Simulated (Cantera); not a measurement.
An adiabatic, constant-volume homogeneous reactor starts with CH4 : H2 : O2 : N2 = 1 : 0.69 : 1.02 : 8.36 (molar parts), at 1425 K and 1.00 atm.

Detailed kinetics in Cantera: GRI-Mech 3.0 (53 species, 325 reactions).

**Question.** Predict: time of steepest temperature rise; temperature at 3.00 s; equilibrium temperature; x(H2) at 3.00 s; x(O2) at 3.00 s; x(NO) at 3.00 s; x(HCN) at 3.00 s.

**Answer.** 
```json
{
  "time_of_steepest_temperature_rise": "0.834 ms",
  "temperature at 3.00 s": "2276 K",
  "equilibrium_temperature": "2276 K",
  "x(H2) at 3.00 s": "0.143 (gas-phase equilibrium 0.143)",
  "x(O2) at 3.00 s": "5.64e-7 (gas-phase equilibrium 5.64e-7)",
  "x(NO) at 3.00 s": "2.30e-5 (gas-phase equilibrium 2.30e-5)",
  "x(HCN) at 3.00 s": "1.62e-7 (gas-phase equilibrium 1.62e-7)"
}
```
